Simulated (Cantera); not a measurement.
# Thermodynamics of tantalum, niobium, vanadium and zirconium in process gases, feed V + NH3 + N2

Charge: 1 mol V, 16 mol NH3, 30 mol N2, at 2223 K and 1 atm.

Cantera equilibrium calculation (NASA polynomials, part measured and part estimated; ideal gas, pure solids and liquids). Candidate condensed phases: V, VN; 11 gas species. VN: taken at fixed stoichiometry. Condensed phases not in the tables: V2N. Rates play no part.

The x(N2) comes out as 0.609 and the x(H2) is 0.387. The x(H) is 0.00396 and the x(V) is 9.17e-6. The x(NH3) is 2.74e-6. The n(VN(s)) is 0.999 mol, the gas amount comes out as 61.62 mol and the log10 activity of V(l) (absent) comes out as -0.70.
